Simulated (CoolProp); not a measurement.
Properties of n-perfluoropentane along the isobar 2.95 MPa (Tc = 147.9 °C, pc = 2.063 MPa, ω = 0.436).

Model: reference Helmholtz-energy equation of state, Gao 2022, in CoolProp.

```json
[
 {"T (°C)": "35.15", "phase": "liquid", "density (kg/m³)": "1588", "cp (kJ/(kg K))": "1.059", "speed of sound (m/s)": "465.0", "Joule-Thomson coefficient (K/MPa)": "-0.2214", "fugacity coefficient": "0.04861"},
 {"T (°C)": "51.15", "phase": "liquid", "density (kg/m³)": "1535", "cp (kJ/(kg K))": "…", "speed of sound (m/s)": "419.8", "Joule-Thomson coefficient (K/MPa)": "-0.1634", "fugacity coefficient": "0.07934"},
 {"T (°C)": "67.15", "phase": "liquid", "density (kg/m³)": "1478", "cp (kJ/(kg K))": "1.118", "speed of sound (m/s)": "373.5", "Joule-Thomson coefficient (K/MPa)": "-0.08739", "fugacity coefficient": "0.1213"},
 {"T (°C)": "83.05", "phase": "liquid", "density (kg/m³)": "1416", "cp (kJ/(kg K))": "1.149", "speed of sound (m/s)": "326.5", "Joule-Thomson coefficient (K/MPa)": "0.01693", "fugacity coefficient": "0.1749"},
 {"T (°C)": "99.05", "phase": "liquid", "density (kg/m³)": "1347", "cp (kJ/(kg K))": "1.185", "speed of sound (m/s)": "278.1", "Joule-Thomson coefficient (K/MPa)": "0.1724", "fugacity coefficient": "0.2407"},
 {"T (°C)": "115.05", "phase": "liquid", "density (kg/m³)": "1267", "cp (kJ/(kg K))": "1.230", "speed of sound (m/s)": "228.5", "Joule-Thomson coefficient (K/MPa)": "0.4268", "fugacity coefficient": "0.3173"},
 {"T (°C)": "131.05", "phase": "liquid", "density (kg/m³)": "…", "cp (kJ/(kg K))": "1.296", "speed of sound (m/s)": "177.3", "Joule-Thomson coefficient (K/MPa)": "0.9105", "fugacity coefficient": "0.4024"},
 {"T (°C)": "146.95", "phase": "liquid", "density (kg/m³)": "1038", "cp (kJ/(kg K))": "1.430", "speed of sound (m/s)": "…", "Joule-Thomson coefficient (K/MPa)": "2.106", "fugacity coefficient": "0.4915"},
 {"T (°C)": "162.95", "phase": "supercritical", "density (kg/m³)": "794.9", "cp (kJ/(kg K))": "1.994", "speed of sound (m/s)": "68.90", "Joule-Thomson coefficient (K/MPa)": "7.569", "fugacity coefficient": "0.5786"},
 {"T (°C)": "178.95", "phase": "supercritical", "density (kg/m³)": "468.0", "cp (kJ/(kg K))": "1.662", "speed of sound (m/s)": "65.02", "Joule-Thomson coefficient (K/MPa)": "11.90", "fugacity coefficient": "0.6460"},
 {"T (°C)": "194.95", "phase": "supercritical", "density (kg/m³)": "362.9", "cp (kJ/(kg K))": "1.330", "speed of sound (m/s)": "…", "Joule-Thomson coefficient (K/MPa)": "9.121", "fugacity coefficient": "0.6946"},
 {"T (°C)": "210.85", "phase": "supercritical", "density (kg/m³)": "312.3", "cp (kJ/(kg K))": "1.230", "speed of sound (m/s)": "86.76", "Joule-Thomson coefficient (K/MPa)": "7.300", "fugacity coefficient": "0.7336"},
 {"T (°C)": "226.85", "phase": "supercritical", "density (kg/m³)": "279.8", "cp (kJ/(kg K))": "1.188", "speed of sound (m/s)": "94.18", "Joule-Thomson coefficient (K/MPa)": "6.086", "fugacity coefficient": "0.7666"}
]
```

Q: Fill in the missing entries.

A: 
- 51.15, cp (kJ/(kg K)): 1.088
- 131.05, density (kg/m³): 1169
- 146.95, speed of sound (m/s): 123.9
- 194.95, speed of sound (m/s): 77.44

The peak of cp marks the crossing from liquid-like to gas-like fluid above the critical point.
